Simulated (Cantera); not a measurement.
Feed: 1 mol SiF₄, 0.13 mol O₃, 170 mol N₂, held at 1.33 mbar.

Method: chemical equilibrium by Gibbs-energy minimisation in Cantera with the NASA 1993 tables (ideal gas, pure condensed phases). Candidate condensed phases: Si, SiO₂, Si₂N₂O, Si₃N₄; 28 gas species. The tables' values for SiF₃ are old estimates; treat these amounts as uncertain. The numbers say what is thermodynamically allowed, not how fast it happens. All values below are at 2000 K.

Base state: N₂ 0.992, SiF₄ 0.00553, O₂ 0.000625, F 0.000612, NO 0.000469, O 0.000458, SiF₃ 0.000209, SiO 9.84e-5 (mole fractions); condensed: gas only.

What changes in the equilibrium state with this change: SiF₄ replaced by TEOS?


```csv
species,before,after
N₂,0.992,0.914
H₂,0,0.0474
CO,0,0.0234
Si,<1e-9,0.00179
H,0,0.00969
SiF₄,0.00553,0
HCN,0,0.00307
O₂,0.000625,<1e-9
F,0.000612,0
"C(graphite), mol",0,2.41
"SiC(s), mol",0,0.589
```
The feed counts by its element totals alone. The tables' values for SiN are old estimates; treat these amounts as uncertain. Further candidate phases: C, C₆H₆, C₇H₈, C₈H₁₈, H₂O, SiC.
